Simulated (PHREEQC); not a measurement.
Solution (18 °C): 11 mmol/kgw NiCl2, 49 mmol/kgw KCl and 0.075 mmol/kgw FeSO4. Closed to the air; pH follows from the charge balance.

Equilibrium calculation in PHREEQC: ion-association model, wateq4f.dat.

Question: The ionic strength comes out as 0.0805 mol/kgw. What activity coefficients do K+, FeCl+, KSO4-, Cl-, SO4-2 get?

Answer: K+ 0.78, FeCl+ 0.80, KSO4- 0.80, Cl- 0.78, SO4-2 0.40.

This is a speciation only: nothing precipitates in the calculation. Species that the database lacks are ignored. In wateq4f.dat the enthalpy of Ni(OH)2 has the wrong sign, so its saturation index can't be trusted away from 25 °C.
